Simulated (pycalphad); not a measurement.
Computed with pycalphad from the COST 507 light-alloy database (1999), at 1 atm. The database dates from 1999; later assessments differ in places, in temperatures and in the compounds included. Amounts are mole fractions of atoms.

Question: Give the equilibrium state of Al-7.519Mg-0.4512Si (wt.%) at 602 °C.

Answer: 
```
T = 875.00 K, P = 101325 Pa, N = 1 mol of atoms
G = -36610 J/mol, H = 21807 J/mol, S = 66.76 J/(mol K)  (SER reference)
chemical potentials (J/mol): Al -34665, Mg -57174, Si -53590
phase             fraction      x(Al)      x(Mg)      x(Si)
LIQUID              0.5648     0.8743     0.1184     0.0073
FCC_A1              0.4352     0.9630     0.0366   0.000361
```

Question: Give the equilibrium state of Al-7.519Mg-0.4512Si (wt.%) at 452 °C.

Answer: 
```
T = 725.00 K, P = 101325 Pa, N = 1 mol of atoms
G = -27804 J/mol, H = 11898 J/mol, S = 54.76 J/(mol K)  (SER reference)
chemical potentials (J/mol): Al -26578, Mg -39872, Si -55714
phase             fraction      x(Al)      x(Mg)      x(Si)
FCC_A1              0.9871     0.9248     0.0752   1.09e-05
MG2SI               0.0129       none     0.6667     0.3333
```

Database names, with the compositions (at.%) that they take in these runs: MG2SI: Mg 67 Si 33. FCC_A1 is fcc. An entry "none" or "no" means that the model of the phase leaves that element out.
